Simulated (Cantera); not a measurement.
## Halide evaporation, hydrolysis and transport: NaCl + H₂ + N₂

Input: 1 mol NaCl, 0.26 mol H₂, 77 mol N₂, equilibrated at 1.00 Torr.

These are equilibrium values from Cantera (NASA tables, ideal gas, pure condensed phases), not measurements of a reactor. Candidate condensed phases: NH₄Cl, Na, NaCl; 17 gas species. Rates play no part.

From 400 °C to 600 °C the condensed part is NaCl(s). From 700 °C to 1200 °C nothing is condensed. The main Na-bearing gas is NaCl throughout.

| T (°C) | log p N₂ | log p NaCl | log p H₂ | log p Na₂Cl₂ | log p Na | n NaCl(s) |
|---|---|---|---|---|---|---|
| 400 | -2.88 | -9.81 | -5.35 | -10.75 | -12.68 | 1.000 |
| 500 | -2.88 | -7.57 | -5.35 | -8.29 | -10.58 | 0.998 |
| 600 | -2.88 | -5.87 | -5.35 | -6.42 | -8.97 | 0.877 |
| 700 | -2.88 | -4.89 | -5.35 | -5.69 | -7.88 | 0 |
| 800 | -2.88 | -4.79 | -5.36 | -6.47 | -7.34 | 0 |
| 900 | -2.88 | -4.77 | -5.36 | -7.27 | -6.93 | 0 |
| 1000 | -2.88 | -4.78 | -5.37 | -7.96 | -6.59 | 0 |
| 1100 | -2.88 | -4.78 | -5.38 | -8.55 | -6.31 | 0 |
| 1200 | -2.88 | -4.79 | -5.40 | -9.08 | -6.06 | 0 |
log p: log10 of the partial pressure in bar; n: condensed amount in mol.
